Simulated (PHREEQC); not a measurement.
Make-up at 44 °C: 0.053 mol/kgw Cu(BF4)2, 0.00076 mol/kgw HNO3 and 0.0035 mol/kgw H3BO3. Closed to the air; pH follows from the charge balance.

Model: ion-association model, wateq4f.dat, run in PHREEQC.

This is a speciation only: nothing precipitates in the calculation.

Order these F species by the share of F that they hold, largest first: F-, BF2(OH)2-, BF4-, HF, BF3OH-.

BF4- (92 %), BF3OH- (4.3 %), HF (2.0 %), BF2(OH)2- (0.88 %), F- (0.51 %)

The pH is 2.58 and the ionic strength 0.161 mol/kgw. Complexes and solids missing from the database can't appear. At this temperature some constants are extrapolated from 25 °C, and those without enthalpy data are left unchanged. Real BF4- forms and hydrolyses slowly; the run takes it at equilibrium.
